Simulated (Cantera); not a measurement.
Premixed flame

A freely propagating, adiabatic, planar premixed flame of CO : H₂ : CH₄ : O₂ : N₂ = 1 : 0.12 : 0.033 : 0.569 : 1.54 (molar parts), equivalence ratio 1.1, unburnt at 450 K and 13300 Pa; mixture-averaged transport, grid criteria slope 0.08 and curve 0.16, no radiation.

Model: GRI-Mech 3.0 (53 species, 325 reactions), integrated in Cantera. Burning velocities carry a grid error of a few per cent, more on coarse grids.

| z (mm) | T (K) | u (m/s) | x CO | x H₂ | x CH₄ | x CH₂O | x C₂H₆ | x NO₂ |
|---|---|---|---|---|---|---|---|---|
| -17.0 | 450 | 1.83 | 0.307 | 0.0368 | 0.0101 | <1e-8 | <1e-8 | <1e-8 |
| -11.3 | 450 | 1.83 | 0.307 | 0.0368 | 0.0101 | <1e-8 | <1e-8 | <1e-8 |
| -8.49 | 450 | 1.83 | 0.307 | 0.0368 | 0.0101 | <1e-8 | <1e-8 | <1e-8 |
| -5.66 | 450 | 1.83 | 0.307 | 0.0368 | 0.0101 | <1e-8 | <1e-8 | <1e-8 |
| -2.83 | 456 | 1.86 | 0.306 | 0.0364 | 0.0101 | 6.74e-7 | 1.10e-8 | <1e-8 |
| -1.41 | 618 | 2.51 | 0.299 | 0.0335 | 0.00984 | 8.24e-6 | 4.13e-7 | <1e-8 |
| 0 | 1057 | 4.27 | 0.272 | 0.0205 | 0.00283 | 6.80e-5 | 2.60e-7 | <1e-8 |
| 1.41 | 1333 | 5.31 | 0.213 | 0.00688 | 5.15e-6 | 3.54e-7 | <1e-8 | <1e-8 |
| 2.83 | 1469 | 5.76 | 0.173 | 0.00621 | <1e-8 | <1e-8 | <1e-8 | <1e-8 |
| 5.66 | 1607 | 6.21 | 0.151 | 0.00711 | <1e-8 | <1e-8 | <1e-8 | <1e-8 |
| 11.3 | 1745 | 6.67 | 0.150 | 0.00740 | <1e-8 | <1e-8 | <1e-8 | <1e-8 |
| 22.6 | 1899 | 7.18 | 0.149 | 0.00710 | <1e-8 | <1e-8 | <1e-8 | <1e-8 |
| 45.3 | 2061 | 7.69 | 0.143 | 0.00640 | <1e-8 | <1e-8 | <1e-8 | <1e-8 |
x: mole fraction of selected species; z is measured from the peak of heat release.

```json
{
 "laminar_burning_velocity": "183 cm/s",
 "thermal_thickness": "5.66 mm",
 "peak x(CH₂O)": "7.35e-5",
 "peak x(C₂H₆)": "9.84e-7",
 "grid_points": "185"
}
```
